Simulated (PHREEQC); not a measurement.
Consider water at 25 °C and 50 atm with 0.19 mol MgCl2, 0.28 mol Na2SO4 and 0.0036 mol KCl per kg of water. Closed to the air; pH follows from the charge balance.

All values are PHREEQC results (ion-association model, phreeqc.dat), not measurements.

This is a speciation only: nothing precipitates in the calculation.

Order these S species by the share of S that they hold, largest first: MgSO4, SO4-2, NaSO4-, KSO4-.

SO4-2 (44 %), MgSO4 (36 %), NaSO4- (20 %), KSO4- (0.15 %)

The ionic strength is 0.902 mol/kgw. Caution: at this ionic strength the ion-association model is outside its range; a Pitzer model would be the better tool where its parameters exist. Species that the database lacks are ignored. Under pressure, the constants of complexes without a molar volume in the database are unreliable.
